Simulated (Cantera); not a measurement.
Input: 1 mol Si, 0.054 mol H2O, 2.2 mol H2, held at 1475 K.

Method: chemical equilibrium by Gibbs-energy minimisation in Cantera with the NASA 1993 tables (ideal gas, pure condensed phases). Candidate condensed phases: H2O, Si, SiO2; 18 gas species. Mutual solubility and eutectic melting of coexisting phases are not modelled. The tables hold silica as quartz up to 1696 K and as liquid above; real silica turns to tridymite and cristobalite and melts near 1996 K. The numbers say what is thermodynamically allowed, not how fast it happens.

x: gas mole fraction; n: condensed amount in mol.

| P (Pa) | x H2 | x SiO | x H | x Si | x SiH | x SiH4 | n Si(s) | n SiO2(β-quartz) |
|---|---|---|---|---|---|---|---|---|
| 0.100 | 0.958 | 0.0231 | 0.0127 | 0.00575 | 2.01e-5 | <1e-12 | 0.932 | 0 |
| 2.50 | 0.974 | 0.0234 | 0.00256 | 0.000230 | 4.05e-6 | … | 0.945 | 0 |
| 63 | 0.976 | 0.0234 | 0.000511 | 9.13e-6 | 8.07e-7 | … | 0.946 | 0 |
| 1600 | 0.980 | 0.0204 | 0.000101 | 3.59e-7 | 1.60e-7 | … | 0.950 | 0.00355 |
| 40000 | 0.999 | 0.000815 | 2.05e-5 | 1.44e-8 | 3.24e-8 | … | 0.972 | 0.0261 |
| 1000000 | 1.000 | 3.26e-5 | 4.10e-6 | 5.75e-10 | 6.48e-9 | … | 0.973 | 0.0270 |

### Question
Complete the blanks.

### Answer

- 2.50, x SiH4: 2.36e-11
- 63, x SiH4: 5.97e-10
- 1600, x SiH4: 1.53e-8
- 40000, x SiH4: 3.97e-7
- 1000000, x SiH4: 9.95e-6
